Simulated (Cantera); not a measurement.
A closed system holds: 1 mol Si, 0.13 mol CO2, 180 mol H2, 0.23 mol N2O, equilibrated at 627 °C and 1.20 Torr.

Cantera equilibrium calculation (NASA polynomials, part measured and part estimated; ideal gas, pure solids and liquids). Candidate condensed phases: C, C6H6, C7H8, C8H18, H2O, Si, SiC, SiO2, Si2N2O, Si3N4; 151 gas species. Equilibrium is a limit: real reactors are often held back by kinetics, nucleation or transport.

Base state: H2 1.00 (mole fractions); condensed: Si(s) + SiC(s) + SiO2(β-quartz) + Si2N2O(s).

Q: What changes in the equilibrium state with this change: Si replaced by SiC?

A: 
```
species               before     after
-------------------  -------  --------
H2                      1.00     1.000
CH4                  7.33e-8  0.000499
Si(s), mol             0.280         0
SiC(s), mol            0.130     0.410
SiO2(β-quartz), mol    0.130     0.130
Si2N2O(s), mol         0.230     0.230
C(graphite), mol           0     0.630
```
